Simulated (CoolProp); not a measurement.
Vapour-liquid equilibrium of isopentane (1) + R365MFC (2) at 1.8 MPa; x and y are mole fractions of (1).

Model: multi-fluid Helmholtz-energy mixture model, Lemmon 2006 and Lemmon 2016; pair parameters Bell 2016, in CoolProp.

| x | bubble temperature, mixture model (K) | bubble temperature, Raoult's law (K) | y, mixture model | y, Raoult's law |
|---|---|---|---|---|
| 0.05 | 423.1 | 426.2 | 0.082 | 0.055 |
| 0.125 | 419.0 | 425.8 | 0.188 | 0.136 |
| 0.2 | 415.8 | 425.4 | 0.277 | 0.215 |
| 0.275 | 413.4 | 425.0 | 0.352 | 0.294 |
| 0.35 | 411.6 | 424.6 | 0.416 | 0.372 |
| 0.425 | 410.4 | 424.2 | 0.474 | 0.449 |
| 0.5 | 409.6 | 423.8 | 0.526 | 0.524 |
| 0.575 | 409.4 | 423.3 | 0.577 | 0.599 |
| 0.65 | 409.6 | 422.9 | 0.629 | 0.672 |
| 0.725 | 410.3 | 422.5 | 0.684 | 0.744 |
| 0.8 | 411.7 | 422.1 | 0.747 | 0.816 |
| 0.875 | 413.9 | 421.7 | 0.823 | 0.886 |
| 0.95 | 417.5 | 421.2 | 0.919 | 0.955 |

The largest gap from Raoult's law is -14.2 K in bubble temperature, at x = 0.5. y crosses x between x = 0.575 and 0.65: the model has an azeotrope there.

The pair parameters rest on a limited set of measurements; away from them the model extrapolates.
